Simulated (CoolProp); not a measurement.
c-C4F8 (RC318) along the isobar 0.715 MPa: Z from the reference equation and from simpler models built on Tc = 115.2 °C, pc = 2.778 MPa, ω = 0.355; each cubic takes its own stable root.

Computed with CoolProp (reference Helmholtz-energy equation of state, Platzer 1990). This equation is an older, rougher fit.

```json
[
 {"T (°C)": "84.35", "phase": "gas", "reference": "0.8737", "Pitzer virial": "0.8781", "van der Waals": "0.8978", "Redlich-Kwong": "0.8784", "Soave-Redlich-Kwong": "0.8714", "Peng-Robinson": "0.8610"},
 {"T (°C)": "94.55", "phase": "gas", "reference": "0.8872", "Pitzer virial": "0.8899", "van der Waals": "0.9052", "Redlich-Kwong": "0.8890", "Soave-Redlich-Kwong": "0.8847", "Peng-Robinson": "0.8745"},
 {"T (°C)": "104.75", "phase": "gas", "reference": "0.8987", "Pitzer virial": "0.9003", "van der Waals": "0.9118", "Redlich-Kwong": "0.8983", "Soave-Redlich-Kwong": "0.8963", "Peng-Robinson": "0.8864"},
 {"T (°C)": "114.95", "phase": "gas", "reference": "0.9087", "Pitzer virial": "0.9095", "van der Waals": "0.9179", "Redlich-Kwong": "0.9066", "Soave-Redlich-Kwong": "0.9065", "Peng-Robinson": "0.8969"},
 {"T (°C)": "125.05", "phase": "gas", "reference": "0.9174", "Pitzer virial": "0.9176", "van der Waals": "0.9233", "Redlich-Kwong": "0.9139", "Soave-Redlich-Kwong": "0.9155", "Peng-Robinson": "0.9062"},
 {"T (°C)": "135.25", "phase": "gas", "reference": "0.9250", "Pitzer virial": "0.9250", "van der Waals": "0.9283", "Redlich-Kwong": "0.9205", "Soave-Redlich-Kwong": "0.9236", "Peng-Robinson": "0.9145"},
 {"T (°C)": "145.45", "phase": "gas", "reference": "0.9319", "Pitzer virial": "0.9316", "van der Waals": "0.9329", "Redlich-Kwong": "0.9265", "Soave-Redlich-Kwong": "0.9308", "Peng-Robinson": "0.9219"},
 {"T (°C)": "155.65", "phase": "gas", "reference": "0.9379", "Pitzer virial": "0.9375", "van der Waals": "0.9370", "Redlich-Kwong": "0.9319", "Soave-Redlich-Kwong": "0.9372", "Peng-Robinson": "0.9286"},
 {"T (°C)": "165.75", "phase": "gas", "reference": "0.9433", "Pitzer virial": "0.9428", "van der Waals": "0.9408", "Redlich-Kwong": "0.9368", "Soave-Redlich-Kwong": "0.9430", "Peng-Robinson": "0.9346"},
 {"T (°C)": "175.95", "phase": "gas", "reference": "0.9482", "Pitzer virial": "0.9476", "van der Waals": "0.9444", "Redlich-Kwong": "0.9412", "Soave-Redlich-Kwong": "0.9482", "Peng-Robinson": "0.9401"},
 {"T (°C)": "186.15", "phase": "gas", "reference": "0.9526", "Pitzer virial": "0.9520", "van der Waals": "0.9476", "Redlich-Kwong": "0.9453", "Soave-Redlich-Kwong": "0.9530", "Peng-Robinson": "0.9451"},
 {"T (°C)": "196.35", "phase": "gas", "reference": "0.9566", "Pitzer virial": "0.9560", "van der Waals": "0.9506", "Redlich-Kwong": "0.9490", "Soave-Redlich-Kwong": "0.9573", "Peng-Robinson": "0.9496"},
 {"T (°C)": "206.45", "phase": "gas", "reference": "0.9602", "Pitzer virial": "0.9596", "van der Waals": "0.9534", "Redlich-Kwong": "0.9524", "Soave-Redlich-Kwong": "0.9612", "Peng-Robinson": "0.9537"},
 {"T (°C)": "216.65", "phase": "gas", "reference": "0.9635", "Pitzer virial": "0.9629", "van der Waals": "0.9560", "Redlich-Kwong": "0.9556", "Soave-Redlich-Kwong": "0.9648", "Peng-Robinson": "0.9575"},
 {"T (°C)": "226.85", "phase": "gas", "reference": "0.9665", "Pitzer virial": "0.9659", "van der Waals": "0.9584", "Redlich-Kwong": "0.9584", "Soave-Redlich-Kwong": "0.9680", "Peng-Robinson": "0.9610"}
]
```
